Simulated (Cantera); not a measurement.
# FeS₂ + O₂ + N₂ (roasting and sulfation)

Feed: 1 mol FeS₂, 1.9 mol O₂, 5 mol N₂, held at 57.0 mbar.

Equilibrium computed with Cantera from the NASA thermochemical tables; the gas is ideal and each condensed phase is pure. Candidate condensed phases: Fe, FeO, FeS, FeSO₄, FeS₂, Fe₂O₃, Fe₂(SO₄)₃, Fe₃O₄, S; 19 gas species. Metal and sulfide melt together well below either melting point, which pure phases cannot show. Mutual solubility and eutectic melting of coexisting phases are not modelled. The tables' stoichiometric FeO is somewhat more stable than real wüstite, so its field is too wide. FeO, FeS: taken at fixed stoichiometry. Gases not in the tables: S₃ to S₇. Kinetics and transport are ignored.

At 1275 K the condensed part is FeO(s) + FeS(s). From 1375 K to 1575 K the condensed part is FeO(s). From 1675 K to 1875 K the condensed part is FeO(l).

```
T (K)   x N₂  x SO₂    x S₂      x SO     x S₂O       x S      x Fe     x NO  n FeO(s)  n FeS(s)  n FeO(l)
-----  -----  -----  ------  --------  --------  --------  --------  -------  --------  --------  --------
1275   0.748  0.214  0.0361  0.000637  0.000988   1.51e-6  9.81e-11  4.91e-9     0.930    0.0702         0
1375   0.746  0.208  0.0436   0.00151   0.00109   7.32e-6   3.00e-9  2.98e-8      1.00         0         0
1475   0.746  0.207  0.0432   0.00309   0.00106   2.64e-5   5.40e-8  1.50e-7      1.00         0         0
1575   0.745  0.205  0.0425   0.00575   0.00102   8.05e-5   6.66e-7  6.13e-7     1.000         0         0
1675   0.745  0.203  0.0414   0.00987  0.000976  0.000214   5.86e-6  2.12e-6         0         0     1.000
1775   0.743  0.200  0.0397    0.0158  0.000923  0.000505   3.70e-5  6.38e-6         0         0     1.000
1875   0.741  0.195  0.0373    0.0238  0.000858   0.00107  0.000190  1.71e-5         0         0     0.999
```
x: gas mole fraction; n: condensed amount in mol.
